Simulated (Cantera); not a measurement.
A perfectly stirred reactor is fed with NH3 : H2 = 1 : 1.2 (molar parts), at 4100 Pa; it is held at 2350 K, and followed from long to short residence time.

Detailed kinetics in Cantera: the gas-phase N/H chemistry of the illustrative SiF4/NH3 mechanism in the Surface Chemkin manual (1991). Walls and surfaces, which speed up NH3 decomposition in real reactors, are not modelled.

One state of this run: x NH3 = 0.282; x H2 = 0.655; x N2H2 = 7.17e-6; x N2H4 = 8.84e-9; x NH2 = 0.00227; x H = 0.00165; x NH = 0.000104. x: mole fraction; the columns are a selection and need not sum to one.

### Question
Which value of τ (s) does it belong to?
(A) 0.017
(B) 1.7
(C) 7.6
(D) 0.0038

### Answer
A, 0.017
